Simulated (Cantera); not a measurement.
An adiabatic, constant-pressure homogeneous reactor starts with CH4 : O2 : N2 : H2O = 1 : 1.18 : 4.42 : 0.14 (molar parts), equivalence ratio 1.7, at 1273 K and 1.00 bar.

Model: GRI-Mech 3.0 (53 species, 325 reactions), integrated in Cantera.

x: mole fraction; the columns are a selection and need not sum to one.

```
t (s)     T (K)     x CH4     x O2   x H2O       x HO2    x C2H4    x C2H2
--------  -----  --------  -------  ------  ----------  --------  --------
2.00e-6    1273     0.148    0.175  0.0208  (withheld)    <1e-12    <1e-12
7.76e-6    1273     0.148    0.175  0.0208  (withheld)    <1e-12    <1e-12
3.01e-5    1273     0.148    0.175  0.0208  (withheld)    <1e-12    <1e-12
0.000117   1273     0.148    0.175  0.0208  (withheld)  3.22e-11    <1e-12
0.000453   1273     0.148    0.175  0.0208     1.15e-6   4.76e-9    <1e-12
0.00176    1273     0.148    0.175  0.0208     1.23e-6   5.19e-7  4.78e-11
0.00682    1275     0.148    0.175  0.0212  (withheld)   9.22e-6   5.53e-9
0.0265     2472  2.83e-12  6.53e-5   0.168     4.03e-8    <1e-12    <1e-12
0.103      2471  2.88e-12  6.42e-5   0.168     3.97e-8    <1e-12    <1e-12
0.399      2471  2.88e-12  6.42e-5   0.168     3.97e-8    <1e-12    <1e-12
1.55       2471  2.88e-12  6.42e-5   0.168     3.97e-8    <1e-12    <1e-12
6.00       2471  2.88e-12  6.42e-5   0.168     3.97e-8    <1e-12    <1e-12
```

Question: Fill in the missing entries.

Answer: 
- 2.00e-6, x HO2: 8.74e-9
- 7.76e-6, x HO2: 3.37e-8
- 3.01e-5, x HO2: 1.28e-7
- 0.000117, x HO2: 4.52e-7
- 0.00682, x HO2: 3.35e-6
